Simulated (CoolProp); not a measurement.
Vapour pressure (kPa) of oxygen: the reference equation beside estimates from Tc = -118.6 °C, pc = 5046 kPa, ω = 0.022. Clausius-Clapeyron is anchored at -190.65 °C with a constant enthalpy of vaporisation of 7.044 kJ/mol.

Computed with CoolProp (reference Helmholtz-energy equation of state, Schmidt 1985).

```csv
T (°C),reference,Lee-Kesler,Clausius-Clapeyron,van der Waals,Peng-Robinson
-196.55,18.57,18.22,18.96,131.8,19.15
-193.55,28.52,28.01,28.76,170.6,29.26
-190.65,41.81,41.12,41.81,215.2,42.70
-187.65,60.29,59.41,59.95,269.4,61.34
-184.75,83.71,82.68,82.98,330.1,84.92
-181.85,113.6,112.5,112.5,399.8,115.0
-178.85,152.7,151.5,151.1,481.8,154.2
-175.95,199.4,198.2,197.6,571.2,201.0
-172.95,258.3,257.3,256.5,674.9,260.0
-170.05,326.8,326.1,325.4,786.3,328.7
-167.15,408.1,407.6,407.5,909.3,410.1
-164.15,506.9,506.8,507.7,1049,509.2
```

Absolute difference from the reference over all 12 rows, mean and median: Lee-Kesler 0.9 and 0.9 %, Clausius-Clapeyron 0.7 and 0.8 %, van der Waals 279.1 and 233.7 %, Peng-Robinson 1.4 and 1.1 %.
